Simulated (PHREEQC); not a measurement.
A made-up water analysis in mg/L, 25 °C, pH 7.48, pe -0.2:

```csv
constituent,mg/L
Na,58.9
K,35.5
Ca,184
Mg,14.5
Cl,33
S(6) as SO4,183
Alkalinity as HCO3,565
F,5.7
Fe(2),0.157
Si as SiO2,0.284
Li,0.0401
Mn(2),1.28
```

Valence states are taken as typed.

Equilibrium calculation in PHREEQC: ion-association model, wateq4f.dat.

Question: The ionic strength comes out as 0.0186 mol/kgw. What activity coefficients do Cl-, MgHCO3+, CO3-2, F-, Fe+2 get?

Answer: Cl- 0.87, MgHCO3+ 0.87, CO3-2 0.60, F- 0.87, Fe+2 0.60.

Precipitation was switched off in this run. Examples of supersaturated solids here: Fluorite, Rhodochrosite. Others may be too. SiF6-2 is the database's only silicon fluoride. Fluoro complexes past AlF4- and FeF3 are missing from the database.
